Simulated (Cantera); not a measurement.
Source: NASA polynomial tables (part measured, part estimated), evaluated in Cantera. Values are per mole of reaction as written; species without (g) are pure solids or liquids, kept so even where they would boil at 1 bar.

### Question
Between 1823 and 2223 K, where is each reaction favourable under standard conditions?
- Ca(g) + 2 HCl(g) ⇌ 2 H(g) + CaCl2
- 2 H(g) + CaCl2 ⇌ Ca + 2 HCl(g)

### Answer
- Ca(g) + 2 HCl(g) ⇌ 2 H(g) + CaCl2: ΔG° is -93 kJ at 1823 K and -61 kJ at 2223 K; it stays negative (K > 1). ΔH° is -230 kJ and ΔS° -76 J/K at 2223 K.
- 2 H(g) + CaCl2 ⇌ Ca + 2 HCl(g): ΔG° is 97 kJ at 1823 K and 97 kJ at 2223 K; it stays positive (K < 1). ΔH° is 89 kJ and ΔS° -4 J/K at 2223 K.
